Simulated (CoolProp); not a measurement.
Values from CoolProp's reference Helmholtz-energy equation of state, Lemmon 2022.

Question: For R1234yf, give the phase and the density (kg/m³), cp (kJ/(kg K)), cv (kJ/(kg K)), speed of sound (m/s) at 347.2 K and 143 bar; 349.3 K and 83.7 bar.

Answer: 
- 347.2 K and 143 bar: liquid; density 1030, cp 1.40, cv 0.990, speed of sound 438
- 349.3 K and 83.7 bar: liquid; density 966, cp 1.49, cv 0.997, speed of sound 354
